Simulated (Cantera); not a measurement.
Fluorocarbon and chlorocarbon gases: CF₄ + CH₄

Charge: 1 mol CF₄, 0.036 mol CH₄, at 2.60e-5 bar.

Equilibrium computed with Cantera from the NASA thermochemical tables; the gas is ideal and each condensed phase is pure. Candidate condensed phases: C, C₆H₆, C₇H₈, C₈H₁₈; 110 gas species. Ions and electrons are included (thermal ionisation). The numbers say what is thermodynamically allowed, not how fast it happens.

```tsv
T (K)	x F	x C	x HF	x CF	x H	x C₃	n C(graphite)
2500	0.906	0.00640	0.0332	0.0296	0.00186	0.0191	0.627
3000	0.787	0.162	0.00336	0.00755	0.0254	0.00685	0
3500	0.772	0.199	0.000118	0.000374	0.0277	5.94e-6	0
4000	0.772	0.200	9.06e-6	3.39e-5	0.0278	1.88e-8	0
4500	0.771	0.199	1.22e-6	5.15e-6	0.0278	2.08e-10	0
5000	0.768	0.194	2.41e-7	1.11e-6	0.0277	5.34e-12	0
```
x: gas mole fraction; n: condensed amount in mol.

At 2500 K the condensed part is C(graphite). From 3000 K to 5000 K nothing is condensed. The main C-bearing gas is C₃ at 2500 K and C at 5000 K.
